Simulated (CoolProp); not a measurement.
Vapour pressure (kPa) of n-dodecane: the reference equation beside estimates from Tc = 658.1 K, pc = 1818 kPa, ω = 0.574. Clausius-Clapeyron is anchored at 521.8 K with a constant enthalpy of vaporisation of 39.95 kJ/mol.

Model: reference Helmholtz-energy equation of state, Lemmon 2004, in CoolProp. It is a short technical equation, of lower accuracy than the large ones.

```tsv
T (K)	reference	Lee-Kesler	Clausius-Clapeyron	van der Waals	Soave-Redlich-Kwong	Peng-Robinson
511	164.9	166.1	170.1	606.1	167.3	167.0
521.8	206.6	208.3	206.6	668.5	210.1	209.3
532.7	256.7	258.8	249.5	735.5	261.6	260.0
543.5	315.1	317.6	298.4	805.9	321.8	319.2
554.3	383.2	386.1	354.5	880.4	392.0	388.5
565.1	462.3	465.5	418.4	959.1	473.5	468.9
575.9	553.5	556.9	490.8	1042	567.3	561.5
586.7	658.0	661.6	572.2	1129	674.6	667.7
597.5	777.3	781.0	663.5	1221	796.7	788.9
608.3	912.9	916.9	765.4	1317	934.7	926.3
```

Absolute difference from the reference over all 10 rows, mean and median: Lee-Kesler 0.7 and 0.7 %, Clausius-Clapeyron 8.3 and 8.5 %, van der Waals 133.2 and 118.6 %, Soave-Redlich-Kwong 2.2 and 2.3 %, Peng-Robinson 1.4 and 1.4 %.
